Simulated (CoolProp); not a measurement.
Properties of fluorine along the isotherm 154.8 K (Tc = 144.4 K, pc = 5.240 MPa, ω = 0.045).

The numbers come from the reference Helmholtz-energy equation of state, de Reuck 1990 in CoolProp.

| p (MPa) | phase | density (kg/m³) | cv (kJ/(kg K)) | isothermal compressibility (1/MPa) | fugacity coefficient |
|---|---|---|---|---|---|
| 0.262 | gas | 7.838 | 0.5576 | 3.869 | 0.9869 |
| 0.524 | gas | 15.90 | 0.5638 | 1.962 | 0.9739 |
| 0.786 | gas | 24.19 | 0.5699 | 1.329 | 0.9608 |
| 1.05 | gas | 32.81 | 0.5760 | 1.011 | 0.9477 |
| 1.31 | gas | 41.57 | 0.5819 | 0.8243 | 0.9347 |
| 1.57 | gas | 50.64 | 0.5879 | 0.7004 | 0.9218 |
| 1.83 | gas | 60.03 | 0.5938 | 0.6125 | 0.9089 |
| 2.1 | gas | 70.15 | 0.5999 | 0.5452 | 0.8955 |
| 2.36 | gas | 80.29 | 0.6059 | 0.4957 | 0.8826 |
| 2.62 | gas | 90.86 | 0.6119 | 0.4569 | 0.8697 |
